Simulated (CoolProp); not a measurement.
Saturation properties of dimethyl carbonate (Tc = 557.0 K, pc = 49.09 bar, ω = 0.346).

The numbers come from the reference Helmholtz-energy equation of state, Zhou 2011 in CoolProp.

```json
[
 {"T (K)": "327.8", "p (bar)": "0.2822", "vapour density (kg/m³)": "0.9431", "enthalpy of vaporisation (kJ/kg)": "399.6", "liquid cp (kJ/(kg K))": "1.880", "surface tension (mN/m)": "24.0"},
 {"T (K)": "355", "p (bar)": "0.7732", "vapour density (kg/m³)": "2.417", "enthalpy of vaporisation (kJ/kg)": "381.4", "liquid cp (kJ/(kg K))": "1.938", "surface tension (mN/m)": "20.1"},
 {"T (K)": "382.2", "p (bar)": "1.789", "vapour density (kg/m³)": "5.304", "enthalpy of vaporisation (kJ/kg)": "362.1", "liquid cp (kJ/(kg K))": "2.008", "surface tension (mN/m)": "16.5"},
 {"T (K)": "409.5", "p (bar)": "3.645", "vapour density (kg/m³)": "10.41", "enthalpy of vaporisation (kJ/kg)": "341.2", "liquid cp (kJ/(kg K))": "2.089", "surface tension (mN/m)": "13.0"},
 {"T (K)": "436.7", "p (bar)": "6.701", "vapour density (kg/m³)": "18.77", "enthalpy of vaporisation (kJ/kg)": "317.9", "liquid cp (kJ/(kg K))": "2.181", "surface tension (mN/m)": "9.80"},
 {"T (K)": "464", "p (bar)": "11.42", "vapour density (kg/m³)": "32.08", "enthalpy of vaporisation (kJ/kg)": "290.9", "liquid cp (kJ/(kg K))": "2.299", "surface tension (mN/m)": "6.85"},
 {"T (K)": "491.2", "p (bar)": "18.30", "vapour density (kg/m³)": "53.14", "enthalpy of vaporisation (kJ/kg)": "258.0", "liquid cp (kJ/(kg K))": "2.479", "surface tension (mN/m)": "4.24"},
 {"T (K)": "518.4", "p (bar)": "28.02", "vapour density (kg/m³)": "88.85", "enthalpy of vaporisation (kJ/kg)": "213.6", "liquid cp (kJ/(kg K))": "2.858", "surface tension (mN/m)": "2.02"},
 {"T (K)": "545.7", "p (bar)": "41.72", "vapour density (kg/m³)": "169.2", "enthalpy of vaporisation (kJ/kg)": "135.2", "liquid cp (kJ/(kg K))": "4.801", "surface tension (mN/m)": "0.366"}
]
```

It boils at 363.3 K under 1 atm.

Surface tension comes from a separate correlation (Mulero 2014).
